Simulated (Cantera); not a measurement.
Source: NASA polynomial tables (part measured, part estimated), evaluated in Cantera. Values are per mole of reaction as written; species without (g) are pure solids or liquids, kept so even where they would boil at 1 bar.

Task: Between 1298 and 2898 K, where is each reaction favourable under standard conditions?
- 2 Cr + 3 O₂(g) = 2 CrO₃(g)

Result: 
- 2 Cr + 3 O₂(g) = 2 CrO₃(g): ΔG° is -406 kJ at 1298 K and -131 kJ at 2898 K; it stays negative (K > 1). ΔH° is -695 kJ and ΔS° -195 J/K at 2898 K.
